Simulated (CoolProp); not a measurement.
Benzene along the isobar 4 MPa: Z from the reference equation and from simpler models built on Tc = 288.9 °C, pc = 4.906 MPa, ω = 0.211; each cubic takes its own stable root.

The numbers come from the reference Helmholtz-energy equation of state, Thol 2012 in CoolProp.

```
T (°C)   phase  reference
------  ------  ---------
265.75  liquid     0.1337
274.75     gas     0.5241
283.75     gas     0.5877
292.75     gas     0.6311
301.75     gas     0.6650
310.75     gas     0.6928
319.85     gas     0.7168
328.85     gas     0.7374
337.85     gas     0.7556
346.85     gas     0.7718
```

Question: How far does each simpler model (van der Waals, Soave-Redlich-Kwong, Peng-Robinson) lie from the reference over these 10 states: mean and median of the absolute difference, and the worst?

Answer: 
- van der Waals: mean 37.8 %, median 3.6 %, worst +332.5 % at 265.75 °C and 4 MPa
- Soave-Redlich-Kwong: mean 3.9 %, median 1.2 %, worst +23.3 % at 265.75 °C and 4 MPa
- Peng-Robinson: mean 3.0 %, median 2.6 %, worst +9.9 % at 265.75 °C and 4 MPa

At some of these states van der Waals gives the other phase, because its saturation line lies elsewhere.
